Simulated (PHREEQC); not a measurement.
Solution A (0.001 mol/kgw HF and 0.17 mol/kgw CsF) is mixed with solution B (0.0011 mol KOH and 4.1e-05 mol K2CO3 per kg of water) at 25 °C; shares are by mass of water, 1 kg in all. Oxygen is held at 0.21 atm. The system is closed to CO2. Nothing may precipitate in this run.

The numbers come from PHREEQC with the ion-association model, wateq4f.dat.

Question: Predict pH, CO3-2 (mol/kgw), HCO3- (mol/kgw) at share of solution B = 0.05, 0.15, 0.65, 0.9.

Answer: 
```
share of solution B     pH  CO3-2 (mol/kgw)  HCO3- (mol/kgw)
-------------------  -----  ---------------  ---------------
0.05                  5.50         1.09e-11          3.26e-7
0.15                  5.56         4.11e-11          1.09e-6
0.65                 10.47          1.91e-5          7.50e-6
0.9                  10.89          3.11e-5          5.79e-6
```
